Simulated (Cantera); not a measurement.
Mixture: CH₄ : O₂ : N₂ = 1 : 5 : 18.8 (molar parts), equivalence ratio 0.40, at 1.01 bar, adiabatic and at constant pressure. Ignition delay is the time to a rise of 400 K.

Detailed kinetics in Cantera: GRI-Mech 3.0 (53 species, 325 reactions).

**Question.** What does this change do: 0.61 parts H2 added?

**Answer.** 
| quantity | before | after |
|---|---|---|
| delay at 1275 K | 10.1 ms | 0.661 ms |
| delay at 1350 K | 4.02 ms | 0.387 ms |
| delay at 1425 K | 1.77 ms | 0.242 ms |
| delay at 1500 K | 0.871 ms | 0.160 ms |
| delay at 1575 K | 0.470 ms | 0.111 ms |
| delay at 1650 K | 0.274 ms | 78.8 µs |
| delay at 1725 K | 0.169 ms | 57.7 µs |
| apparent activation energy between 1575 and 1725 K | 150 kJ/mol | 98 kJ/mol |

**Question.** What does this change do: pressure from 1.01 bar to 5.60 bar?

**Answer.** 
```tsv
quantity	before	after
delay at 1275 K	10.1 ms	2.31 ms
delay at 1350 K	4.02 ms	0.986 ms
delay at 1425 K	1.77 ms	0.452 ms
delay at 1500 K	0.871 ms	0.222 ms
delay at 1575 K	0.470 ms	0.116 ms
delay at 1650 K	0.274 ms	65.1 µs
delay at 1725 K	0.169 ms	38.6 µs
apparent activation energy between 1575 and 1725 K	150 kJ/mol	170 kJ/mol
```
